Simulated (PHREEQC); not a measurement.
Dissolve 0.14 mol/kgw KOH, 0.00094 mol/kgw NaAlO2 and 0.0005 mol/kgw K2CO3 at 25 °C. Closed to the air; pH follows from the charge balance.

Equilibrium calculation in PHREEQC: ion-association model, phreeqc.dat.

No solid was allowed to form.

Q: Estimate the pH.

A: pH 13.01.

Species that the database lacks are ignored.
